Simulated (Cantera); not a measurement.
Input: 1 mol C₃H₆, 3.4 mol H₂O, at 2180 Torr.

These are equilibrium values from Cantera (NASA tables, ideal gas, pure condensed phases), not measurements of a reactor. Candidate condensed phases: C, C₆H₆, C₇H₈, C₈H₁₈, H₂O; 131 gas species. Ions and electrons are included (thermal ionisation). Kinetics and transport are ignored. All values below are at 3750 K.

Base state: H₂ 0.356, H 0.351, CO 0.258, H₂O 0.0182, OH 0.00940, O 0.00530, CO₂ 0.00153, O₂ 0.000103 (mole fractions); condensed: gas only.

Task: What changes in the equilibrium state with this change: C₃H₆ replaced by toluene?

Result: 
```csv
species,before,after
H,0.351,0.326
H₂,0.356,0.307
CO,0.258,0.250
C₂H₂ (acetylene),<1e-9,0.0554
C₂H,<1e-9,0.0234
C₃,<1e-9,0.0224
H₂O,0.0182,1.03e-6
C₄H₂,<1e-9,0.00414
C₂,<1e-9,0.00366
C₅,<1e-9,0.00129
```
